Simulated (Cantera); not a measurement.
An isothermal, constant-pressure homogeneous reactor starts with 9.43 % C₂H₆, 90.6 % N₂, at 1425 K and 760 Torr.

Detailed kinetics in Cantera: GRI-Mech 3.0 (53 species, 325 reactions). GRI-Mech 3.0 stops at C3 and has no aromatics, soot or wall deposition, so with more carbon than oxygen in the feed, carbon stays in small species such as C2H2 where larger ones or solid carbon would form.

Task: Predict: x(C₂H₆) at 1.00 s; x(CH₄) at 1.00 s; x(C₂H₄) at 1.00 s; x(H) at 1.00 s; x(CH₃) at 1.00 s; x(C₂H) at 1.00 s; x(C₂H₂) at 1.00 s.

Result: 
| Quantity | Value |
|---|---|
| x(C₂H₆) at 1.00 s | 9.98e-6 (gas-phase equilibrium 5.87e-6) |
| x(CH₄) at 1.00 s | 0.0218 (gas-phase equilibrium 0.0177) |
| x(C₂H₄) at 1.00 s | 0.00515 (gas-phase equilibrium 0.00277) |
| x(H) at 1.00 s | 2.45e-6 (gas-phase equilibrium 2.48e-6) |
| x(CH₃) at 1.00 s | 8.57e-6 (gas-phase equilibrium 6.65e-6) |
| x(C₂H) at 1.00 s | 1.48e-9 (gas-phase equilibrium 7.17e-10) |
| x(C₂H₂) at 1.00 s | 0.0654 (gas-phase equilibrium 0.0332) |
